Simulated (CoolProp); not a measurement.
Properties of CH3F (R41) along the isotherm 190.1 K (Tc = 317.3 K, pc = 59.06 bar, ω = 0.200).

Computed with CoolProp (reference Helmholtz-energy equation of state, Lemmon 2006). It is a short technical equation, of lower accuracy than the large ones.

| p (bar) | phase | density (kg/m³) | cp (kJ/(kg K)) | cv (kJ/(kg K)) | speed of sound (m/s) | fugacity coefficient |
|---|---|---|---|---|---|---|
| 10.5 | liquid | 892.1 | 2.062 | 1.288 | 1115 | 0.07310 |
| 21.1 | liquid | 893.5 | 2.058 | 1.288 | 1122 | 0.03732 |
| 31.6 | liquid | 894.8 | 2.054 | 1.287 | 1128 | 0.02556 |
| 42.2 | liquid | 896.1 | 2.050 | 1.287 | 1135 | 0.01963 |
| 52.7 | liquid | 897.4 | 2.047 | 1.287 | ? | 0.01612 |
| 63.3 | liquid | 898.7 | 2.043 | 1.287 | 1148 | 0.01377 |
| 73.8 | liquid | 900.0 | 2.040 | 1.287 | 1154 | 0.01211 |
| 84.4 | liquid | 901.2 | 2.036 | 1.287 | 1160 | 0.01086 |
| 94.9 | liquid | 902.5 | 2.033 | 1.287 | 1167 | 0.009903 |
| 105 | liquid | 903.6 | 2.030 | 1.287 | 1172 | ? |
| 116 | liquid | 904.9 | 2.027 | 1.287 | 1179 | 0.008519 |
| 127 | liquid | ? | 2.024 | 1.287 | 1185 | ? |
| 137 | liquid | 907.2 | 2.021 | 1.287 | 1191 | 0.007583 |
| 148 | liquid | 908.4 | 2.018 | 1.288 | 1197 | 0.007205 |

Question: What belongs in the gaps?

Answer: 
- 52.7, speed of sound (m/s): 1141
- 105, fugacity coefficient: 0.009169
- 127, density (kg/m³): 906.1
- 127, fugacity coefficient: 0.007988
